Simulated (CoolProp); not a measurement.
The numbers come from the reference Helmholtz-energy equation of state, Pan 2012 in CoolProp.

Question: Give the vapour pressure (MPa), enthalpy of vaporisation (kJ/kg), liquid cp (kJ/(kg K)), liquid viscosity (µPa s) of saturated R236FA at 190.6, 201.8 K.

Answer: 
```tsv
T (K)	p (MPa)	enthalpy of vaporisation (kJ/kg)	liquid cp (kJ/(kg K))	liquid viscosity (µPa s)
190.6	0.000527	199	1.18	2330
201.8	0.00150	193	1.17	1560
```

Viscosity comes from a separate model (Huber 2003), an estimate that may be off by 10 % or more.
